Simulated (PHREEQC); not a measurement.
Dissolve 49 mmol/kgw HCl and 150 mmol/kgw ZnSO4 at 10 °C. Closed to the air; pH follows from the charge balance.

Model: ion-association model, phreeqc.dat, run in PHREEQC.

The ionic strength comes out as 0.346 mol/kgw. What activity coefficients do ZnCl+, HSO4-, Cl-, Zn(SO4)2-2, H+ get?

ZnCl+ 0.68, HSO4- 0.74, Cl- 0.68, Zn(SO4)2-2 0.29, H+ 0.78.

Precipitation was switched off in this run. Away from 25 °C the constants follow the database's enthalpies or fits; those with neither stay at their 25 °C values.
